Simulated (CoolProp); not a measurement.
A simple Rankine cycle with isobutene: condensing at 328.15 K, boiler at 2.25 MPa, turbine inlet 386.3 K, turbine efficiency 0.75, pump efficiency 0.7, no recuperator. Each further row changes one setting.

Model: reference Helmholtz-energy equation of state, Lemmon 2005, in CoolProp. It is a short technical equation, of lower accuracy than the large ones.

```json
[
 {"case": "as stated", "thermal efficiency (%)": "8.5", "net work (kJ/kg)": "32.2", "heat in (kJ/kg)": "381", "turbine exit temperature (K)": "341.4", "volume ratio over the turbine": "3.83"},
 {"case": "turbine inlet 406.3 K", "thermal efficiency (%)": "8.6", "net work (kJ/kg)": "37.1", "heat in (kJ/kg)": "434", "turbine exit temperature (K)": "[?]", "volume ratio over the turbine": "3.59"},
 {"case": "condensing temperature 320.15 K", "thermal efficiency (%)": "[?]", "net work (kJ/kg)": "38.4", "heat in (kJ/kg)": "401", "turbine exit temperature (K)": "335.6", "volume ratio over the turbine": "4.71"},
 {"case": "boiler pressure 1.57 MPa", "thermal efficiency (%)": "6.4", "net work (kJ/kg)": "26.1", "heat in (kJ/kg)": "411", "turbine exit temperature (K)": "359.8", "volume ratio over the turbine": "2.39"},
 {"case": "turbine efficiency 0.65", "thermal efficiency (%)": "7.2", "net work (kJ/kg)": "27.3", "heat in (kJ/kg)": "381", "turbine exit temperature (K)": "343.9", "volume ratio over the turbine": "[?]"}
]
```

Question: Fill in the missing entries.

Answer: 
- turbine inlet 406.3 K, turbine exit temperature (K): 366.1
- condensing temperature 320.15 K, thermal efficiency (%): 9.6
- turbine efficiency 0.65, volume ratio over the turbine: 3.87
